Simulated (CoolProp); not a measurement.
Vapour-liquid equilibrium of dimethyl ether (1) + n-perfluorobutane (2) at 40.85 °C; x and y are mole fractions of (1).

Model: multi-fluid Helmholtz-energy mixture model, Wu 2011 and Gao 2022; pair parameters Bell 2016, in CoolProp.

### Question
Give the bubble pressure and the first vapour's composition at x = 0.05, 0.35, 0.95. Is there an azeotrope?

### Answer
x = 0.05: 5.353 bar, y = 0.204; x = 0.35: 9.742 bar, y = 0.626; x = 0.95: 9.942 bar, y = 0.888. y crosses x between x = 0.65 and 0.75: the model has an azeotrope there.

Pair parameters are fitted to limited data, so mixtures are less certain than the pure fluids. With so large a gap from Raoult's law the liquid may split in two, which this calculation doesn't test in full.
